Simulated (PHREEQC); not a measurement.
1 kg of water holding 140 mmol/kgw NaHCO3, 51 mmol/kgw KCl and 5.3 mmol/kgw Na2CO3 is evaporated at 25 °C; the solids stay in contact with the brine. The system is closed to CO2. The run lets Halite, Kalicinite, Nahcolite, Natron, Sylvite, Trona precipitate or redissolve, and no other solid.

The series has 28 steps of water left (kg), from 1 to 0.004997.

Equilibrium calculation in PHREEQC: Pitzer model, pitzer.dat.

Which solids form, in which order, and at which step of the series does each first stand?

Nahcolite from water left = 0.09502 kg (pH 8.07); Sylvite from water left = 0.01098 kg (pH 9.18).
